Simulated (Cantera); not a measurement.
# Boron, boron nitride and boron oxide: BCl₃ + N₂ + H₂

Charge: 1 mol BCl₃, 0.49 mol N₂, 20 mol H₂, at 25.0 mbar.

These are equilibrium values from Cantera (NASA tables, ideal gas, pure condensed phases), not measurements of a reactor. Candidate condensed phases: B, BN, NH₄Cl; 21 gas species. N₂ is the only nitrogen source here; it is nearly inert below about 1500 K, so the nitride shown seldom forms there in practice. The tables' values for BCl, BCl₂, BH₂ are old estimates; treat these amounts as uncertain. Gases not in the tables: BHCl₂. Equilibrium is a limit: real reactors are often held back by kinetics, nucleation or transport.

| T (K) | x H₂ | x HCl | x BCl | x H | x BCl₃ | x N₂ | x Cl | n BN(s) |
|---|---|---|---|---|---|---|---|---|
| 1150 | 0.862 | 0.137 | 2.21e-8 | 4.38e-7 | 0.000930 | 1.28e-9 | 6.12e-8 | 0.980 |
| 1200 | 0.862 | 0.137 | 1.02e-7 | 1.16e-6 | 0.000930 | 4.03e-9 | 1.59e-7 | 0.980 |
| 1250 | 0.862 | 0.137 | 4.19e-7 | 2.84e-6 | 0.000929 | 1.16e-8 | 3.85e-7 | 0.980 |
| 1300 | 0.862 | 0.137 | 1.53e-6 | 6.50e-6 | 0.000925 | 3.08e-8 | 8.70e-7 | 0.980 |
| 1350 | 0.862 | 0.137 | 5.04e-6 | 1.40e-5 | 0.000917 | 7.71e-8 | 1.85e-6 | 0.980 |
| 1400 | 0.862 | 0.137 | 1.50e-5 | 2.86e-5 | 0.000898 | 1.85e-7 | 3.73e-6 | 0.980 |
| 1450 | 0.862 | 0.137 | 4.04e-5 | 5.55e-5 | 0.000858 | 4.42e-7 | 7.18e-6 | 0.980 |
| 1500 | 0.862 | 0.137 | 9.62e-5 | 0.000103 | 0.000779 | 1.11e-6 | 1.32e-5 | 0.980 |
| 1550 | 0.862 | 0.137 | 0.000198 | 0.000185 | 0.000652 | 3.15e-6 | 2.35e-5 | 0.980 |
| 1600 | 0.861 | 0.137 | 0.000346 | 0.000319 | 0.000491 | 1.06e-5 | 4.03e-5 | 0.980 |
| 1650 | 0.861 | 0.138 | 0.000531 | 0.000533 | 0.000343 | 3.97e-5 | 6.68e-5 | 0.978 |
| 1700 | 0.860 | 0.137 | 0.000798 | 0.000864 | 0.000244 | 0.000136 | 0.000107 | 0.974 |
| 1750 | 0.859 | 0.137 | 0.00127 | 0.00136 | 0.000191 | 0.000367 | 0.000168 | 0.964 |
| 1800 | 0.858 | 0.136 | 0.00211 | 0.00210 | 0.000161 | 0.000808 | 0.000254 | 0.945 |
x: gas mole fraction; n: condensed amount in mol.

From 1150 K to 1800 K the condensed part is BN(s).
